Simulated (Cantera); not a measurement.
A perfectly stirred reactor is fed with CH4 : H2 = 0.036 : 1 (molar parts), at 20000 Pa; it is held at 1423 K, and followed from long to short residence time.

Computed with Cantera and GRI-Mech 3.0 (53 species, 325 reactions). GRI-Mech 3.0 stops at C3 and has no aromatics, soot or wall deposition, so with more carbon than oxygen in the feed, carbon stays in small species such as C2H2 where larger ones or solid carbon would form.

Task: Predict: x(CH4) at τ = 10.0 s; x(H2) at τ = 10.0 s; x(C2H2) at τ = 10.0 s; x(C2H4) at τ = 10.0 s; x(CH4) at τ = 0.240 s; x(H2) at τ = 0.240 s; x(C2H2) at τ = 0.240 s; x(C2H4) at τ = 0.240 s.

Result: x(CH4) at τ = 10.0 s: 0.0320
x(H2) at τ = 10.0 s: 0.967
x(C2H2) at τ = 10.0 s: 0.00118
x(C2H4) at τ = 10.0 s: 0.000157
x(CH4) at τ = 0.240 s: 0.0347
x(H2) at τ = 0.240 s: 0.965
x(C2H2) at τ = 0.240 s: 2.62e-5
x(C2H4) at τ = 0.240 s: 1.47e-5
